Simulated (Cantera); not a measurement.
Feed: 1 mol Fe2O3, 1.6 mol CH4, 0.82 mol CO, held at 0.975 Torr.

These are equilibrium values from Cantera (NASA tables, ideal gas, pure condensed phases), not measurements of a reactor. Candidate condensed phases: C, C6H6, C7H8, C8H18, Fe, Fe(CO)5, FeO, Fe(OH)2, Fe(OH)3, Fe2O3, Fe3O4, H2O; 114 gas species. Mutual solubility and eutectic melting of coexisting phases are not modelled. The tables' stoichiometric FeO is somewhat more stable than real wüstite, so its field is too wide. FeO: taken at fixed stoichiometry. Kinetics and transport are ignored. All values below are at 1300 K.

Base state: H2 0.429, CO 0.363, H2O 0.141, CO2 0.0675, H 2.01e-5 (mole fractions); condensed: Fe(γ) + FeO(s).

What changes in the equilibrium state with this change: Fe2O3 replaced by Cu2O?


```json
[
 {"species": "H2", "before": "0.429", "after": "0.637"},
 {"species": "CO", "before": "0.363", "after": "0.362"},
 {"species": "Cu", "before": "0", "after": "0.000121"},
 {"species": "H2O", "before": "0.141", "after": "2.74e-6"},
 {"species": "CO2", "before": "0.0675", "after": "8.84e-7"},
 {"species": "H", "before": "2.01e-5", "after": "2.45e-5"},
 {"species": "Fe(γ), mol", "before": "1.77", "after": "0"},
 {"species": "FeO(s), mol", "before": "0.231", "after": "0"},
 {"species": "C(graphite), mol", "before": "0", "after": "0.600"},
 {"species": "Cu(s), mol", "before": "0", "after": "2.00"}
]
```
Further candidate phases: Cu, CuO, Cu(OH)2, Cu2O.
